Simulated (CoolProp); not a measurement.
Aqueous potassium formate as a coolant, 18 % by mass, freezing at -10.1 °C, 1 atm.

Model: Melinder's fits for secondary coolants, in CoolProp.

```csv
T (°C),Prandtl number,conductivity (W/(m K)),viscosity (mPa s),density (kg/m³)
-4.6,16.5,0.531,2.51,1116
-0.2,14.3,0.537,2.19,1115
4.1,12.6,0.543,1.94,(withheld)
8.4,11.1,0.548,1.73,1113
12.8,9.87,0.554,1.55,1111
17.1,(withheld),0.560,(withheld),1110
21.5,7.96,(withheld),1.27,1109
25.8,7.21,0.571,1.16,1107
30.1,6.56,(withheld),1.07,1106
34.5,5.98,0.582,0.982,1104
```

Problem. Fill in the missing entries.

Solution. 
- 4.1, density (kg/m³): 1114
- 17.1, Prandtl number: 8.85
- 17.1, viscosity (mPa s): 1.40
- 21.5, conductivity (W/(m K)): 0.565
- 30.1, conductivity (W/(m K)): 0.576
